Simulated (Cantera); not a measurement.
Feed: 1 mol CuO, 910 mol H2, 7.1 mol H2O, at 1598 K and 1.90 bar.

These are equilibrium values from Cantera (NASA tables, ideal gas, pure condensed phases), not measurements of a reactor. Candidate condensed phases: Cu, CuO, Cu(OH)2, Cu2O, H2O; 12 gas species. Rates play no part.

### Question
What is the equilibrium state?

### Answer
```
Quantity        Value
----------  ---------
x(H2)           0.991
x(H2O)        0.00883
x(H)          3.84e-5
x(Cu)         2.03e-5
n(Cu(l))    0.981 mol
gas amount  917.1 mol
```
